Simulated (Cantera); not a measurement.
Cantera run:

```python
import numpy as np
import cantera as ct

gas_names = """
    CL CL2 H HCL H2 N NH NH2 NH3 N2 N2H2 N2H4 Sr SrCL SrCL2
""".split()
cond_names = """
    NH4CL(a) NH4CL(b) Sr(a) Sr(b) Sr(L) SrCL2(a) SrCL2(b) SrCL2(L)
""".split()


# ... load() reads the species with a 1 bar reference pressure and builds the phases ...
atoms = {
    'SrCl2': {'Sr': 1, 'CL': 2},
    'H2': {'H': 2},
    'N2': {'N': 2},
}
top_T = {}  # K; cautious upper limits of use, not melting points


# ... equilibrate(T, P, feed) seeds the gas with the atoms and calls Mixture.equilibrate('TP', solver="vcs", rtol=1e-11, max_steps=5000) ...
results = []
feed = {'SrCl2': 1, 'H2': 4.6, 'N2': 4}  # mol
T = 1648  # K
P = 133.322  # Pa
mix = equilibrate(T, P, feed)
results.append((T, P, feed, dict(zip(mix.species_names, mix.species_moles))))
x = sorted(zip(gas.X, gas.species_names), reverse=True)
print(f"T = {T:g} K  P = {P:g} Pa  gas = {mix.phase_moles(0):.4g} mol")
print("   x: " + "  ".join(f"{s} {v:.3e}" for v, s in x if v > 0.0001))
print("   condensed (mol): " + ("  ".join(f"{mix.phase(i).name} {mix.phase_moles(i):.4g}"
      for i in range(1, mix.n_phases) if mix.phase_moles(i) > 1e-12) or "none"))
```

Output:

```
T = 1648 K  P = 133.322 Pa  gas = 9.624 mol
   x: H2 4.754e-01  N2 4.156e-01  SrCL2 1.010e-01  HCL 3.343e-03  SrCL 2.444e-03  H 1.682e-03  Sr 4.541e-04
   condensed (mol): none
```

These are equilibrium values from Cantera (NASA tables, ideal gas, pure condensed phases), not measurements of a reactor.
